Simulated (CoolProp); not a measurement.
R1224YDZ along the isobar 4.06 MPa: fugacity coefficient from the reference equation and from simpler models built on Tc = 428.7 K, pc = 3.334 MPa, ω = 0.325; each cubic takes its own stable root.

Computed with CoolProp (reference Helmholtz-energy equation of state, Akasaka 2023).

```csv
T (K),phase,reference
400.6,liquid,0.3999
407.2,liquid,0.4370
413.8,liquid,0.4750
420.4,liquid,0.5134
427,liquid,0.5519
433.6,supercritical,0.5896
440.2,supercritical,0.6246
446.8,supercritical,0.6514
453.4,supercritical,0.6727
460,supercritical,0.6913
466.6,supercritical,0.7081
473.1,supercritical,0.7232
```

Problem. How far does each simpler model (van der Waals, Soave-Redlich-Kwong) lie from the reference over these 12 states: mean and median of the absolute difference, and the worst?

Solution. 
- van der Waals: mean 8.3 %, median 4.3 %, worst +27.1 % at 400.6 K and 4.06 MPa
- Soave-Redlich-Kwong: mean 2.0 %, median 1.6 %, worst +3.8 % at 400.6 K and 4.06 MPa
